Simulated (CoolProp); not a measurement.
Model: reference Helmholtz-energy equation of state, Lemmon 2013, in CoolProp.

### Question
Give the vapour pressure (MPa), vapour density (kg/m³), enthalpy of vaporisation (kJ/kg), liquid cp (kJ/(kg K)) of saturated propylene at 287.1, 291.2 K.

### Answer
```tsv
T (K)	p (MPa)	vapour density (kg/m³)	enthalpy of vaporisation (kJ/kg)	liquid cp (kJ/(kg K))
287.1	0.867	18.2	355	2.56
291.2	0.967	20.3	348	2.59
```
